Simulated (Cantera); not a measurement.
Cantera run, input and output.

```python
import numpy as np
import cantera as ct

gas = ct.Solution("gri30.yaml")
gas.TPX = 1448, 101325, {'CH4': 1, 'O2': 1.67, 'N2': 6.27}
reactor = ct.IdealGasConstPressureReactor(gas, energy="on", clone=False)
net = ct.ReactorNet([reactor])
net.rtol, net.atol = 1e-08, 1e-16
show = ['CH4', 'O2', 'C2H4', 'OH', 'H2O', 'CH2O']
times = np.geomspace(7e-06, 0.9, 13)

steps = ct.SolutionArray(gas, extra=["t"])
rows = []
print(f"{'t/s':>10s}{'T/K':>9s}{'P/Pa':>11s}" + "".join(f"{s:>11s}" for s in show))
for t in times:
    while net.time < t:
        t_next = net.step()
        steps.append(gas.state, t=t_next)
    rows.append([np.interp(t, steps.t, y) for y in (steps.T, steps.P, *steps(*show).X.T)])
    print(f"{t:10.3e}{rows[-1][0]:9.1f}{rows[-1][1]:11.4g}" + "".join(f"{x:11.3e}" for x in rows[-1][2:]))
rate = np.gradient(steps.T, steps.t)
print("integrator steps:", len(steps.t))
if steps.T.max() > steps.T[0] + 200:
    print(f"time of steepest temperature rise: {steps.t[rate.argmax()]:.4e} s")
gas.TPX = 1448, 101325, {'CH4': 1, 'O2': 1.67, 'N2': 6.27}
gas.equilibrate("HP")
print(f"equilibrium (HP): T = {gas.T:.1f} K  " + "  ".join(f"{s} {gas[s].X[0]:.3e}" for s in show))
```

Result:

```
       t/s      T/K       P/Pa        CH4         O2       C2H4         OH        H2O       CH2O
 7.000e-06   1448.0  1.013e+05  1.119e-01  1.868e-01  1.201e-12  3.013e-09  5.538e-08  8.236e-09
 1.866e-05   1448.0  1.013e+05  1.119e-01  1.868e-01  3.421e-11  5.766e-09  2.385e-07  6.420e-08
 4.973e-05   1448.0  1.013e+05  1.119e-01  1.868e-01  9.620e-10  1.529e-08  1.406e-06  5.468e-07
 1.326e-04   1448.0  1.013e+05  1.118e-01  1.868e-01  3.555e-08  4.958e-08  1.088e-05  5.650e-06
 3.533e-04   1448.2  1.013e+05  1.117e-01  1.867e-01  1.670e-06  1.723e-07  9.864e-05  6.392e-05
 9.417e-04   1452.4  1.013e+05  1.105e-01  1.860e-01  4.192e-05  6.134e-07  9.097e-04  5.167e-04
 2.510e-03   2720.3  1.013e+05  1.104e-14  8.929e-03  1.846e-22  1.732e-02  1.607e-01  7.580e-10
 6.690e-03   2739.5  1.013e+05  1.662e-14  7.075e-03  2.938e-22  1.563e-02  1.629e-01  8.249e-10
 1.783e-02   2738.9  1.013e+05  1.673e-14  7.023e-03  2.961e-22  1.558e-02  1.628e-01  8.265e-10
 4.753e-02   2738.9  1.013e+05  1.673e-14  7.023e-03  2.961e-22  1.558e-02  1.628e-01  8.265e-10
 1.267e-01   2738.9  1.013e+05  1.673e-14  7.023e-03  2.961e-22  1.558e-02  1.628e-01  8.265e-10
 3.377e-01   2738.9  1.013e+05  1.673e-14  7.023e-03  2.961e-22  1.558e-02  1.628e-01  8.265e-10
 9.000e-01   2738.9  1.013e+05  1.673e-14  7.023e-03  2.961e-22  1.558e-02  1.628e-01  8.265e-10
integrator steps: 1949
time of steepest temperature rise: 2.1822e-03 s
equilibrium (HP): T = 2738.9 K  CH4 2.099e-14  O2 7.023e-03  C2H4 3.197e-22  OH 1.558e-02  H2O 1.628e-01  CH2O 8.265e-10
```

Model: GRI-Mech 3.0 (53 species, 325 reactions), integrated in Cantera.
